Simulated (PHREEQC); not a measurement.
Solution (20 °C): 0.021 mol NaOH, 0.0018 mol CO2 and 0.0045 mol K3PO4 per kg of water. Closed to the air; pH follows from the charge balance.

Computed with PHREEQC (ion-association model, phreeqc.dat).

Each row changes one thing in this solution. This is a speciation only: nothing precipitates in the calculation.

| case | pH | ionic strength (mol/kgw) | CO3-2 (mol/kgw) | NaCO3- (mol/kgw) | HCO3- (mol/kgw) | NaHCO3 (mol/kgw) |
|---|---|---|---|---|---|---|
| as made | 12.35 | 0.0466 | 0.00156 | 0.000227 | 9.62e-6 | 7.90e-8 |
| NaOH from 0.021 to 0.0105 mol/kgw | 12.04 | 0.0346 | 0.00165 | 0.000129 | 2.17e-5 | 9.25e-8 |
| K3PO4 replaced by KHCO3 at the same molality | 12.20 | 0.0301 | 0.00540 | 0.000848 | 5.04e-5 | 4.27e-7 |
| diluted 5-fold with water | 11.74 | 0.00859 | 0.000335 | 1.40e-5 | 1.10e-5 | 2.19e-8 |
| 0.001 mol/kgw K2SO4 added | 12.35 | 0.0495 | 0.00157 | 0.000223 | 9.58e-6 | 7.79e-8 |
| temperature from 20 to 25 °C | 12.19 | 0.0460 | 0.00151 | 0.000281 | 1.21e-5 | 9.64e-8 |
| K3PO4 replaced by Na2HPO4 at the same molality | 12.24 | 0.0414 | 0.00147 | 0.000315 | 1.19e-5 | 1.42e-7 |
| K3PO4 replaced by KF at the same molality | 12.34 | 0.0267 | 0.00153 | 0.000254 | 1.08e-5 | 9.53e-8 |
| K3PO4 from 0.0045 to 0.009 mol/kgw | 12.36 | 0.0717 | 0.00159 | 0.000205 | 8.81e-6 | 6.79e-8 |
